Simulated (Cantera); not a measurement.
Cantera run:

```python
import numpy as np
import cantera as ct

gas_names = [...]  # 123 gases of nasa_gas.yaml made of C, H, O, Si
cond_names = """
    C(gr) C6H6(L) C7H8(L) C8H18(L),n-octa H2O(s) H2O(L) Si(cr) Si(L) SiC(b) SiO2(Lqz) SiO2(hqz) SiO2(L)
""".split()


# ... load() reads the species with a 1 bar reference pressure and builds the phases ...
atoms = {
    'HMDSO': {'Si': 2, 'C': 6, 'H': 18, 'O': 1},
    'CO2': {'C': 1, 'O': 2},
}
top_T = {'C(gr)': 4500, 'SiC(b)': 3050}  # K; cautious upper limits of use, not melting points


# ... equilibrate(T, P, feed) seeds the gas with the atoms and calls Mixture.equilibrate('TP', solver="vcs", rtol=1e-11, max_steps=5000) ...
results = []
T = 1275  # K
P = 133.322  # Pa
for m in [0.36, 0.46, 0.59, 0.75, 0.96, 1.2, 1.6, 2, 2.6, 3.3]:
    feed = {'HMDSO': 1, 'CO2': m}  # mol
    mix = equilibrate(T, P, feed)
    results.append((T, P, feed, dict(zip(mix.species_names, mix.species_moles))))

top = {s: max(r[3][s] / sum(r[3][g] for g in gas_names) for r in results) for s in gas_names}
cols = sorted((s for s in top if top[s] > 1e-06), key=lambda s: -top[s])[:6]
seen = [c for c in cond_names if any(r[3].get(c, 0) > 1e-12 for r in results)]
print("log10 of partial pressures in bar; condensed amounts in mol")
print(f"{'n(CO2)':>10s}" + "".join(f"{s[:9]:>10s}" for s in cols + seen))
for T, P, feed, n in results:
    ng = sum(n[g] for g in gas_names)
    print(f"{feed['CO2']:10.4g}" + "".join(f"{np.log10(max(n[s] / ng * P / 1e5, 1e-99)):10.3f}" for s in cols)
          + "".join(f"{n.get(c, 0):10.4g}" for c in seen))
```

Output:

```
log10 of partial pressures in bar; condensed amounts in mol
    n(CO2)        H2        CO       SiO         H       CH4       H2O     C(gr)    SiC(b) SiO2(hqz)
      0.36    -2.951    -3.670    -6.861    -7.608    -7.935    -8.554     2.642     1.999         0
      0.46    -2.959    -3.630    -6.821    -7.612    -7.951    -8.523     2.542     1.999         0
      0.59    -2.969    -3.585    -6.776    -7.617    -7.972    -8.488     2.413     1.999         0
      0.75    -2.982    -3.538    -6.729    -7.623    -7.996    -8.453     2.253     1.998         0
      0.96    -2.996    -3.491    -6.682    -7.630    -8.024    -8.420      2.11     1.976   0.02205
       1.2    -2.996    -3.491    -6.682    -7.630    -8.024    -8.420      2.59     1.736    0.2621
       1.6    -2.996    -3.491    -6.682    -7.630    -8.024    -8.420      3.39     1.336    0.6621
         2    -2.996    -3.491    -6.682    -7.630    -8.024    -8.420      4.19    0.9361     1.062
       2.6    -2.996    -3.491    -6.682    -7.630    -8.024    -8.420      5.39    0.3361     1.662
       3.3    -3.021    -3.419    -6.754    -7.643    -8.076    -8.374     5.698         0     1.998
```

Cantera equilibrium calculation (NASA polynomials, part measured and part estimated; ideal gas, pure solids and liquids). The feed counts by its element totals alone. Mutual solubility and eutectic melting of coexisting phases are not modelled. The tables hold silica as quartz up to 1696 K and as liquid above; real silica turns to tridymite and cristobalite and melts near 1996 K.
